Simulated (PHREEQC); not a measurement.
Dissolve 18 mmol/kgw LiOH, 0.0039 mmol/kgw CO2 and 0.11 mmol/kgw (CH3)4NCl at 45 °C. Closed to the air; pH follows from the charge balance.

The numbers come from PHREEQC with the ion-association model, wateq4f.dat.

Question: The ionic strength comes out as 0.0181 mol/kgw. What activity coefficients do CO3-2, OH-, Li+, Cl- get?

Answer: CO3-2 0.59, OH- 0.87, Li+ 0.88, Cl- 0.87.

This is a speciation only: nothing precipitates in the calculation. Complexes and solids missing from the database can't appear. (CH3)4N+ isn't in the database: it is added as a free cation with an ion size of 4 Å. Away from 25 °C the constants follow the database's enthalpies or fits; those with neither stay at their 25 °C values.
